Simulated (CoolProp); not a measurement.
Nitrogen along the isobar 3.6 MPa: density (kg/m³) from the reference equation and from simpler models built on Tc = -147.0 °C, pc = 3.396 MPa, ω = 0.037; each cubic takes its own stable root.

Computed with CoolProp (reference Helmholtz-energy equation of state, Span 2000).

| T (°C) | phase | reference |
|---|---|---|
| -169.25 | liquid | 683.1 |
| -164.65 | liquid | 654.0 |
| -159.95 | liquid | 620.0 |
| -155.35 | liquid | 579.8 |
| -150.65 | liquid | 523.9 |
| -146.05 | supercritical | 382.0 |
| -141.35 | supercritical | 164.7 |
| -136.75 | supercritical | 138.7 |
| -132.05 | supercritical | 123.4 |
| -127.45 | supercritical | 112.9 |
| -122.75 | supercritical | 104.7 |
| -118.15 | supercritical | 98.15 |
| -113.45 | supercritical | 92.60 |

How far does each simpler model (van der Waals, Redlich-Kwong, Soave-Redlich-Kwong, Peng-Robinson) lie from the reference over these 13 states: mean and median of the absolute difference, and the worst?


- van der Waals: mean 13.9 %, median 2.3 %, worst -29.7 % at -169.25 °C and 3.6 MPa
- Redlich-Kwong: mean 3.9 %, median 0.7 %, worst -15.1 % at -146.05 °C and 3.6 MPa
- Soave-Redlich-Kwong: mean 3.6 %, median 0.3 %, worst -15.5 % at -146.05 °C and 3.6 MPa
- Peng-Robinson: mean 5.1 %, median 4.5 %, worst +9.9 % at -169.25 °C and 3.6 MPa
